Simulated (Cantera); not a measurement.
A perfectly stirred reactor is fed with CH4 : CO : O2 : N2 = 1 : 0.2 : 2.36 : 8.87 (molar parts), equivalence ratio 0.89, at 500000 Pa; it is adiabatic with a 750 K inlet, and is followed from long to short residence time, starting on the burning branch (τ in s: 0.16, 0.072, 0.033, 0.015, 0.0071, 0.0033, 0.0015, 0.00071, 0.00033, 0.00015, 7e-05).

Detailed kinetics in Cantera: GRI-Mech 3.0 (53 species, 325 reactions).

x: mole fraction; the columns are a selection and need not sum to one.

```json
[
 {"τ (s)": "0.16", "T (K)": "2425", "x CH4": "2.48e-7", "x CO": "0.00686", "x O2": "0.0210", "x HCO": "4.43e-9", "x CH3": "1.37e-7"},
 {"τ (s)": "0.072", "T (K)": "2425", "x CH4": "5.47e-7", "x CO": "0.00689", "x O2": "0.0212", "x HCO": "7.47e-9", "x CH3": "3.01e-7"},
 {"τ (s)": "0.033", "T (K)": "2425", "x CH4": "1.17e-6", "x CO": "0.00698", "x O2": "0.0216", "x HCO": "1.40e-8", "x CH3": "6.46e-7"},
 {"τ (s)": "0.015", "T (K)": "2425", "x CH4": "2.51e-6", "x CO": "0.00715", "x O2": "0.0222", "x HCO": "2.86e-8", "x CH3": "1.38e-6"},
 {"τ (s)": "0.0071", "T (K)": "2423", "x CH4": "5.10e-6", "x CO": "0.00750", "x O2": "0.0228", "x HCO": "5.85e-8", "x CH3": "2.80e-6"},
 {"τ (s)": "0.0033", "T (K)": "2417", "x CH4": "(withheld)", "x CO": "(withheld)", "x O2": "0.0237", "x HCO": "(withheld)", "x CH3": "(withheld)"},
 {"τ (s)": "0.0015", "T (K)": "2404", "x CH4": "2.06e-5", "x CO": "0.00954", "x O2": "0.0247", "x HCO": "2.71e-7", "x CH3": "1.10e-5"},
 {"τ (s)": "0.00071", "T (K)": "2380", "x CH4": "(withheld)", "x CO": "(withheld)", "x O2": "0.0260", "x HCO": "(withheld)", "x CH3": "(withheld)"},
 {"τ (s)": "0.00033", "T (K)": "2343", "x CH4": "6.91e-5", "x CO": "0.0148", "x O2": "0.0280", "x HCO": "1.22e-6", "x CH3": "3.38e-5"},
 {"τ (s)": "0.00015", "T (K)": "2290", "x CH4": "0.000127", "x CO": "0.0192", "x O2": "0.0306", "x HCO": "2.64e-6", "x CH3": "5.75e-5"},
 {"τ (s)": "7.0e-5", "T (K)": "2225", "x CH4": "0.000235", "x CO": "0.0243", "x O2": "0.0339", "x HCO": "5.55e-6", "x CH3": "9.71e-5"}
]
```

Problem. Complete the blanks.

Solution. 
- 0.0033, x CH4: 1.03e-5
- 0.0033, x CO: 0.00820
- 0.0033, x HCO: 1.24e-7
- 0.0033, x CH3: 5.61e-6
- 0.00071, x CH4: 3.81e-5
- 0.00071, x CO: 0.0117
- 0.00071, x HCO: 5.69e-7
- 0.00071, x CH3: 1.96e-5
